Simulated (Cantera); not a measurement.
An adiabatic, constant-volume homogeneous reactor starts with 6.84 % C3H8, 18.0 % O2, 67.6 % N2, 7.52 % CO2, at 1225 K and 0.650 bar.

Detailed kinetics in Cantera: GRI-Mech 3.0 (53 species, 325 reactions). GRI-Mech 3.0 was tuned for natural gas; its chemistry of propane as a main component is partial and can be far from experiment.

x: mole fraction; the columns are a selection and need not sum to one.

```tsv
t (s)	T (K)	P (bar)	x C3H8	x O2	x CO2	x HO2	x H
8.00e-6	1225	0.650	0.0684	0.180	0.0752	2.16e-6	…
2.58e-5	1225	0.650	0.0684	0.180	0.0752	9.51e-6	…
8.31e-5	1224	0.650	0.0683	0.180	0.0752	2.29e-5	…
0.000268	1224	0.650	0.0677	0.180	0.0752	1.63e-5	…
0.000863	1224	0.651	0.0659	0.179	0.0751	1.87e-5	…
0.00278	1231	0.660	0.0579	0.174	0.0745	3.60e-5	…
0.00896	2587	1.70	<1e-12	0.000133	0.0468	9.38e-8	0.00797
0.0289	2586	1.70	<1e-12	0.000132	0.0468	9.32e-8	0.00795
0.0931	2586	1.70	<1e-12	0.000132	0.0468	9.32e-8	0.00795
0.300	2586	1.70	<1e-12	0.000132	0.0468	9.32e-8	0.00795
```

### Question
Some entries are withheld; supply them.

### Answer

- 8.00e-6, x H: 5.74e-8
- 2.58e-5, x H: 7.71e-8
- 8.31e-5, x H: 1.76e-7
- 0.000268, x H: 2.49e-7
- 0.000863, x H: 2.98e-7
- 0.00278, x H: 6.72e-7
